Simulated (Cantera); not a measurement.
Ignition delay

Mixture: C₃H₈ : O₂ : N₂ = 1 : 2.27 : 8.55 (molar parts), equivalence ratio 2.2, at 500000 Pa, adiabatic and at constant volume. Ignition delay is the time to a rise of 400 K.

Computed with Cantera and GRI-Mech 3.0 (53 species, 325 reactions). GRI-Mech 3.0 was tuned for natural gas; its chemistry of propane as a main component is partial and can be far from experiment.

| T0 (K) | delay (ms) |
|---|---|
| 1125 | 11.9 |
| 1200 | 2.62 |
| 1275 | 0.647 |
| 1350 | 0.190 |
| 1425 | 0.0670 |
| 1500 | 0.0282 |
| 1575 | 0.0138 |
| 1650 | 0.00773 |
| 1725 | 0.00481 |

| Item | Value |
|---|---|
| apparent activation energy between 1575 and 1725 K | 160 kJ/mol |
